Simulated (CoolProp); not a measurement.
Properties of hydrogen chloride along the isobar 29.3 MPa.

The numbers come from the reference Helmholtz-energy equation of state, Thol 2018 in CoolProp.

```tsv
T (°C)	phase	Z	cv (kJ/(kg K))	Joule-Thomson coefficient (K/MPa)	expansivity (1/kK)
-5.95	liquid	0.4645	0.9112	-0.1944	2.500
1.35	liquid	0.4607	0.9017	-0.1675	2.612
8.75	liquid	0.4575	0.8926	-0.1367	…
16.05	liquid	0.4552	…	-0.1022	2.873
23.35	liquid	0.4537	0.8758	-0.06322	3.023
30.75	liquid	0.4529	0.8678	-0.01833	3.193
38.05	liquid	0.4530	0.8604	0.03202	3.379
45.35	liquid	0.4540	…	0.08926	3.585
52.75	supercritical	0.4560	0.8466	0.1554	3.819
60.05	supercritical	0.4591	0.8404	0.2296	4.075
```

Fill in the missing entries.


- 8.75, expansivity (1/kK): 2.737
- 16.05, cv (kJ/(kg K)): 0.8840
- 45.35, cv (kJ/(kg K)): 0.8534
